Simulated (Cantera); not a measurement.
Premixed flame

A freely propagating, adiabatic, planar premixed flame of CH4 : C2H6 : O2 : N2 = 1 : 0.27 : 4.09 : 15.4 (molar parts), unburnt at 700 K and 4.93 atm; mixture-averaged transport, grid criteria slope 0.08 and curve 0.16, no radiation.

Detailed kinetics in Cantera: GRI-Mech 3.0 (53 species, 325 reactions). Burning velocities carry a grid error of a few per cent, more on coarse grids.

| z (mm) | T (K) | u (m/s) | x CH4 | x C2H6 | x O2 | x HCO | x C2H2 | x CH2CO |
|---|---|---|---|---|---|---|---|---|
| -0.305 | 701 | 0.799 | 0.0481 | 0.0130 | 0.197 | <1e-8 | 2.03e-8 | 2.72e-8 |
| -0.203 | 706 | 0.806 | 0.0478 | 0.0130 | 0.196 | <1e-8 | 2.78e-7 | 4.98e-7 |
| -0.152 | 720 | 0.823 | 0.0470 | 0.0129 | 0.195 | <1e-8 | 1.08e-6 | 2.24e-6 |
| -0.102 | 786 | 0.902 | 0.0440 | 0.0124 | 0.189 | <1e-8 | 6.44e-6 | 1.69e-5 |
| -0.0508 | 1095 | 1.27 | 0.0311 | 0.00829 | 0.160 | 2.41e-7 | 4.60e-5 | 0.000166 |
| -0.0254 | 1424 | 1.66 | 0.0175 | 0.00319 | 0.127 | 6.08e-6 | 0.000108 | 0.000412 |
| 0 | 1759 | 2.06 | 0.00420 | 0.000163 | 0.0898 | 2.15e-5 | 0.000131 | 0.000367 |
| 0.0254 | 1918 | 2.24 | 0.000268 | 3.18e-7 | 0.0699 | 5.17e-6 | 1.29e-5 | 5.09e-5 |
| 0.0508 | 1988 | 2.31 | 1.01e-5 | <1e-8 | 0.0631 | 2.85e-7 | 3.26e-7 | 2.99e-6 |
| 0.102 | 2069 | 2.39 | 2.22e-8 | <1e-8 | 0.0584 | <1e-8 | <1e-8 | 1.32e-8 |
| 0.203 | 2136 | 2.46 | <1e-8 | <1e-8 | 0.0558 | <1e-8 | <1e-8 | <1e-8 |
| 0.406 | 2172 | 2.50 | <1e-8 | <1e-8 | 0.0548 | <1e-8 | <1e-8 | <1e-8 |
| 0.813 | 2184 | 2.51 | <1e-8 | <1e-8 | 0.0545 | <1e-8 | <1e-8 | <1e-8 |
x: mole fraction of selected species; z is measured from the peak of heat release.

laminar burning velocity: 79.8 cm/s
thermal thickness: 0.102 mm
peak x(HCO): 2.15e-5
peak x(C2H2): 0.000151
peak x(CH2CO): 0.000482
grid points: 134
